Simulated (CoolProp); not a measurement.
A single-stage vapour-compression cycle with ethane: evaporating at 227.15 K (dew point), condensing at 257.15 K (bubble point), superheat 5 K, subcooling 8 K, compressor efficiency 0.6, no pressure losses. Each further row changes one setting.

The numbers come from the reference Helmholtz-energy equation of state, Bücker 2006 in CoolProp.

| case | cooling COP | pressure ratio | discharge temperature (K) | refrigerating effect (kJ/kg) | volumetric capacity (kJ/m³) |
|---|---|---|---|---|---|
| as stated | 3.99 | 2.50 | 296.7 | 369 | 4120 |
| evaporating temperature 232.15 K | 4.99 | 2.11 | 290.0 | 373 | 4910 |
| condensing temperature 252.15 K | 4.92 | 2.18 | 286.8 | 383 | 4280 |
| subcooling 13 K | 4.15 | 2.50 | 296.7 | 383 | 4280 |
| superheat 15 K | 3.93 | 2.50 | 308.2 | 386 | 4060 |
| compressor efficiency 0.5 | 3.32 | 2.50 | 305.8 | 369 | 4120 |
